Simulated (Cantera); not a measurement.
Cantera run:

```python
import numpy as np
import cantera as ct

gas_names = """
    N NO NO2 NO3 N2 N2O O O2 O3 Si SiN SiO SiO2 Si2 Si2N Si3
""".split()
cond_names = """
    Si(cr) Si(L) SiO2(Lqz) SiO2(hqz) SiO2(L) Si2N2O(s) Si3N4(a)
""".split()


def load(file, names, dense=False):
    # The tables refer to 1 bar. Condensed volumes are neglected.
    table = {s.name: s for s in ct.Species.list_from_file(file)}
    out = []
    for n in names:
        d = dict(table[n].input_data)
        d["thermo"] = dict(d["thermo"], **{"reference-pressure": 1e5})
        if dense:
            d["equation-of-state"] = {"model": "constant-volume", "density": "1e6 g/cm^3"}
        out.append(ct.Species.from_dict(d))
    return out


gas = ct.Solution(thermo="ideal-gas", species=load("nasa_gas.yaml", gas_names))
cond = {s.name: ct.Solution(thermo="fixed-stoichiometry", species=[s], name=s.name)
        for s in load("nasa_condensed.yaml", cond_names, dense=True)}
atoms = {
    'Si3N4': {'Si': 3, 'N': 4},
    'O2': {'O': 2},
}
top_T = {'Si2N2O(s)': 2100, 'Si3N4(a)': 2400}  # K; cautious upper limits of use, not melting points


def equilibrate(T, P, feed):
    n = {}
    for name, mol in feed.items():
        for a, k in atoms[name].items():
            n[a] = n.get(a, 0.0) + k * mol
    gas.TPX = T, P, n
    mass = sum(n.values()) * gas.mean_molecular_weight
    gas.equilibrate("TP")
    valid = [c for c in cond.values() if c.min_temp <= T <= top_T.get(c.name, c.max_temp)]
    mix = ct.Mixture([(gas, mass / gas.mean_molecular_weight)] + [(c, 0.0) for c in valid])
    mix.T, mix.P = T, P
    mix.equilibrate("TP", solver="vcs", rtol=1e-11, max_steps=5000)
    return mix


results = []
T = 1775  # K
P = 10000  # Pa
for m in [0.24, 0.34, 0.49, 0.69, 0.99, 1.4, 2, 2.8, 4.1, 5.8, 8.2, 12, 17]:
    feed = {'Si3N4': 1, 'O2': m}  # mol
    mix = equilibrate(T, P, feed)
    results.append((T, P, feed, dict(zip(mix.species_names, mix.species_moles))))
    x = sorted(zip(gas.X, gas.species_names), reverse=True)
    print(f"T = {T:g} K  P = {P:g} Pa  n(O2) = {m:g} mol  gas = {mix.phase_moles(0):.4g} mol")
    print("   x: " + "  ".join(f"{s} {v:.3e}" for v, s in x if v > 1e-05))
    print("   condensed (mol): " + ("  ".join(f"{mix.phase(i).name} {mix.phase_moles(i):.4g}"
          for i in range(1, mix.n_phases) if mix.phase_moles(i) > 1e-12) or "none"))
```

Output:

```
T = 1775 K  P = 10000 Pa  n(O2) = 0.24 mol  gas = 0.1602 mol
   x: N2 9.991e-01  SiO 8.523e-04
   condensed (mol): Si2N2O(s) 0.4799  Si3N4(a) 0.68
T = 1775 K  P = 10000 Pa  n(O2) = 0.34 mol  gas = 0.2269 mol
   x: N2 9.991e-01  SiO 8.523e-04
   condensed (mol): Si2N2O(s) 0.6798  Si3N4(a) 0.5467
T = 1775 K  P = 10000 Pa  n(O2) = 0.49 mol  gas = 0.327 mol
   x: N2 9.991e-01  SiO 8.523e-04
   condensed (mol): Si2N2O(s) 0.9797  Si3N4(a) 0.3468
T = 1775 K  P = 10000 Pa  n(O2) = 0.69 mol  gas = 0.4605 mol
   x: N2 9.991e-01  SiO 8.523e-04
   condensed (mol): Si2N2O(s) 1.38  Si3N4(a) 0.08013
T = 1775 K  P = 10000 Pa  n(O2) = 0.99 mol  gas = 0.6814 mol
   x: N2 9.765e-01  SiO 2.354e-02
   condensed (mol): SiO2(L) 0.3147  Si2N2O(s) 1.335
T = 1775 K  P = 10000 Pa  n(O2) = 1.4 mol  gas = 0.9636 mol
   x: N2 9.765e-01  SiO 2.354e-02
   condensed (mol): SiO2(L) 0.8591  Si2N2O(s) 1.059
T = 1775 K  P = 10000 Pa  n(O2) = 2 mol  gas = 1.377 mol
   x: N2 9.765e-01  SiO 2.354e-02
   condensed (mol): SiO2(L) 1.656  Si2N2O(s) 0.6559
T = 1775 K  P = 10000 Pa  n(O2) = 2.8 mol  gas = 1.927 mol
   x: N2 9.765e-01  SiO 2.354e-02
   condensed (mol): SiO2(L) 2.718  Si2N2O(s) 0.1182
T = 1775 K  P = 10000 Pa  n(O2) = 4.1 mol  gas = 3.1 mol
   x: N2 6.429e-01  O2 3.525e-01  NO 4.462e-03  O 1.797e-04
   condensed (mol): SiO2(L) 3
T = 1775 K  P = 10000 Pa  n(O2) = 5.8 mol  gas = 4.801 mol
   x: O2 5.808e-01  N2 4.143e-01  NO 4.599e-03  O 2.307e-04
   condensed (mol): SiO2(L) 3
T = 1775 K  P = 10000 Pa  n(O2) = 8.2 mol  gas = 7.201 mol
   x: O2 7.199e-01  N2 2.757e-01  NO 4.176e-03  O 2.569e-04
   condensed (mol): SiO2(L) 3
T = 1775 K  P = 10000 Pa  n(O2) = 12 mol  gas = 11 mol
   x: O2 8.161e-01  N2 1.800e-01  NO 3.593e-03  O 2.735e-04
   condensed (mol): SiO2(L) 3
T = 1775 K  P = 10000 Pa  n(O2) = 17 mol  gas = 16 mol
   x: O2 8.732e-01  N2 1.234e-01  NO 3.078e-03  O 2.829e-04
   condensed (mol): SiO2(L) 3
```

These are equilibrium values from Cantera (NASA tables, ideal gas, pure condensed phases), not measurements of a reactor. Mutual solubility and eutectic melting of coexisting phases are not modelled. The tables hold silica as quartz up to 1696 K and as liquid above; real silica turns to tridymite and cristobalite and melts near 1996 K.
